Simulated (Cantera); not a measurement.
An adiabatic, constant-pressure homogeneous reactor starts with CH4 : O2 : N2 : CO2 = 1 : 1.33 : 5.01 : 0.3 (molar parts), equivalence ratio 1.5, at 1125 K and 5.00 bar. Integrator tolerance rtol = 1e-08.

Model: GRI-Mech 3.0 (53 species, 325 reactions), integrated in Cantera.

What does this change do: pressure from 5.00 bar to 1.20 bar?


```
quantity                                                              before                                      after
---------------------------------  -----------------------------------------  -----------------------------------------
time of steepest temperature rise                                    36.0 ms                                    0.158 s
temperature at 5.00 s                                                 2452 K                                     2430 K
equilibrium temperature                                               2452 K                                     2430 K
x(CH4) at 5.00 s                   1.08e-11 (gas-phase equilibrium 1.22e-11)      <1e-12 (gas-phase equilibrium <1e-12)
x(O2) at 5.00 s                      4.33e-5 (gas-phase equilibrium 4.33e-5)  0.000142 (gas-phase equilibrium 0.000142)
x(CO2) at 5.00 s                       0.0531 (gas-phase equilibrium 0.0531)      0.0530 (gas-phase equilibrium 0.0530)
x(C2H2) at 5.00 s                      <1e-12 (gas-phase equilibrium <1e-12)      <1e-12 (gas-phase equilibrium <1e-12)
x(NO2) at 5.00 s                     7.96e-9 (gas-phase equilibrium 7.96e-9)    1.26e-8 (gas-phase equilibrium 1.26e-8)
x(NO) at 5.00 s                    0.000265 (gas-phase equilibrium 0.000265)  0.000461 (gas-phase equilibrium 0.000461)
x(H2) at 5.00 s                        0.0579 (gas-phase equilibrium 0.0579)      0.0578 (gas-phase equilibrium 0.0578)
```
